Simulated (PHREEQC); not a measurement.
Consider water at 20 °C with 0.001 mol/kgw MgCl2, 8.5e-05 mol/kgw Na2SO4 and 0.0011 mol/kgw MgSO4. Closed to the air; pH follows from the charge balance.

All values are PHREEQC results (ion-association model, phreeqc.dat), not measurements.

Task: The ionic strength comes out as 0.00687 mol/kgw. What activity coefficients do Cl-, Mg+2, SO4-2, Na+ get?

Result: Cl- 0.92, Mg+2 0.72, SO4-2 0.71, Na+ 0.92.

Precipitation was switched off in this run.
